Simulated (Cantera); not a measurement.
Charge: 1 mol HMDSO, 8.6 mol O₂, 0.82 mol H₂, 4.6 mol CO₂, at 0.150 Torr.

Equilibrium computed with Cantera from the NASA thermochemical tables; the gas is ideal and each condensed phase is pure. Candidate condensed phases: C, C₆H₆, C₇H₈, C₈H₁₈, H₂O, Si, SiC, SiO₂; 123 gas species. The feed counts by its element totals alone. Rates play no part. All values below are at 648 K.

Base state: CO₂ 0.463, H₂ 0.317, H₂O 0.164, CO 0.0562, CH₄ 3.28e-5 (mole fractions); condensed: SiO₂(α-quartz).

**Question.** What changes in the equilibrium state with this change: O₂ from 8.6 to 0.051 mol?

**Answer.** 
| species | before | after |
|---|---|---|
| H₂ | 0.317 | 0.675 |
| CO₂ | 0.463 | 0.145 |
| CO | 0.0562 | 0.129 |
| H₂O | 0.164 | 0.0479 |
| CH₄ | 3.28e-5 | 0.00249 |
| SiO₂(α-quartz), mol | 2.00 | 2.00 |
| C(graphite), mol | 0 | 6.87 |
